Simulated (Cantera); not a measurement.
Gas mixture: NO : CO₂ : O₂ = 0.93 : 0.62 : 0.61 (molar parts), at 101000 Pa, frozen composition.

Cantera's kinetic-theory transport with the Lennard-Jones parameters of GRI-Mech 3.0, ideal gas; thermal conductivity in the multicomponent form. The composition is frozen, though it would react at the higher temperatures.

D: mixture-averaged diffusion coefficient of that species in the mixture.

```json
[
 {"T (K)": "400", "ρ (kg/m³)": "1.05", "cp (J/kg/K)": "961.5", "μ (µPa s)": "22.6", "λ (mW/m/K)": "30.6", "Pr": "0.710", "D (cm²/s) H₂O": "0.356", "D (cm²/s) CH₃": "0.347", "D (cm²/s) OH": "0.487"},
 {"T (K)": "650", "ρ (kg/m³)": "0.648", "cp (J/kg/K)": "1062", "μ (µPa s)": "…", "λ (mW/m/K)": "…", "Pr": "0.716", "D (cm²/s) H₂O": "…", "D (cm²/s) CH₃": "…", "D (cm²/s) OH": "…"},
 {"T (K)": "900", "ρ (kg/m³)": "0.468", "cp (J/kg/K)": "1136", "μ (µPa s)": "40.6", "λ (mW/m/K)": "64.3", "Pr": "0.718", "D (cm²/s) H₂O": "1.60", "D (cm²/s) CH₃": "1.41", "D (cm²/s) OH": "1.93"},
 {"T (K)": "1150", "ρ (kg/m³)": "0.367", "cp (J/kg/K)": "1184", "μ (µPa s)": "47.9", "λ (mW/m/K)": "78.9", "Pr": "0.719", "D (cm²/s) H₂O": "2.46", "D (cm²/s) CH₃": "2.13", "D (cm²/s) OH": "2.91"},
 {"T (K)": "1400", "ρ (kg/m³)": "0.301", "cp (J/kg/K)": "1217", "μ (µPa s)": "54.6", "λ (mW/m/K)": "92.4", "Pr": "0.719", "D (cm²/s) H₂O": "3.46", "D (cm²/s) CH₃": "2.96", "D (cm²/s) OH": "4.04"},
 {"T (K)": "1650", "ρ (kg/m³)": "0.255", "cp (J/kg/K)": "1242", "μ (µPa s)": "…", "λ (mW/m/K)": "…", "Pr": "0.719", "D (cm²/s) H₂O": "…", "D (cm²/s) CH₃": "…", "D (cm²/s) OH": "…"},
 {"T (K)": "1900", "ρ (kg/m³)": "0.222", "cp (J/kg/K)": "1260", "μ (µPa s)": "66.7", "λ (mW/m/K)": "117", "Pr": "0.719", "D (cm²/s) H₂O": "5.83", "D (cm²/s) CH₃": "4.92", "D (cm²/s) OH": "6.70"}
]
```

Problem. What belongs in the gaps?

Solution. 
- 650, μ (µPa s): 32.4
- 650, λ (mW/m/K): 48.1
- 650, D (cm²/s) H₂O: 0.889
- 650, D (cm²/s) CH₃: 0.810
- 650, D (cm²/s) OH: 1.12
- 1650, μ (µPa s): 60.8
- 1650, λ (mW/m/K): 105
- 1650, D (cm²/s) H₂O: 4.59
- 1650, D (cm²/s) CH₃: 3.89
- 1650, D (cm²/s) OH: 5.30
